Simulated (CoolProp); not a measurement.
Values from CoolProp's reference Helmholtz-energy equation of state, Lemmon 2006. It is a short technical equation, of lower accuracy than the large ones.

Question: For n-decane, give the phase and the Z, cp (kJ/(kg K)), expansivity (1/kK), viscosity (µPa s) at 457.9 K and 105 bar.

Answer: 
- 457.9 K and 105 bar: liquid; Z 0.636, cp 2.81, expansivity 1.25, viscosity 222

Viscosity comes from a separate model (Huber 2004).
